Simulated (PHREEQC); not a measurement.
1.2 g of hydrous ferric oxide (600 m²/g; 0.2 weak and 0.005 strong sites per Fe, Dzombak-Morel constants, diffuse double layer) in 1 kg of water with 0.05 mol/kgw of an inert sodium salt and 7.9e-05 mol/kgw CaCl2, at 25 °C; the pH is set by adding NaOH or the inert anion's acid. Oxygen alone is held at its pressure in air (log pO2 = -0.68). The system is closed to CO2. Nothing may precipitate in this run.

The series has 17 steps of pH, from 3 to 9.

The numbers come from PHREEQC with the ion-association model, wateq4f.dat.

**Question.** Near which pH is half of the Ca sorbed, and on which side is more sorbed?

**Answer.** Near pH 8.1, with more sorbed at higher pH.

The oxide is taken as insoluble; below pH 4 it would dissolve.
